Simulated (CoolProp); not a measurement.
Vapour-liquid equilibrium of R125 (1) + fluoroethane (R161) (2) at 2.01 bar; x and y are mole fractions of (1).

Values from CoolProp's multi-fluid Helmholtz-energy mixture model, Lemmon 2005 and Wu 2012; pair parameters Bell 2016.

| x | bubble temperature, mixture model (°C) | bubble temperature, Raoult's law (°C) | y, mixture model | y, Raoult's law |
|---|---|---|---|---|
| 0.05 | -22.0 | -22.2 | ___ | 0.077 |
| 0.2 | -24.1 | -24.3 | ___ | 0.285 |
| 0.35 | -26.4 | -26.2 | ___ | 0.463 |
| 0.5 | -28.5 | -28.0 | 0.630 | 0.616 |
| 0.65 | -30.3 | -29.6 | ___ | 0.749 |
| 0.8 | -31.7 | -31.1 | 0.857 | 0.866 |
| 0.95 | ___ | -32.6 | 0.961 | 0.968 |

**Question.** Complete the blanks.

**Answer.** 
- 0.05, y, mixture model: 0.070
- 0.2, y, mixture model: 0.283
- 0.35, y, mixture model: 0.475
- 0.65, y, mixture model: 0.753
- 0.95, bubble temperature, mixture model (°C): -32.8

The largest gap from Raoult's law is -0.7 K in bubble temperature, at x = 0.65. No azeotrope shows between x = 0.05 and 0.95.

The pair parameters rest on a limited set of measurements; away from them the model extrapolates. The gap from Raoult's law changes sign with composition, which may be real or a fault of the pair parameters; it wasn't checked against measurements.
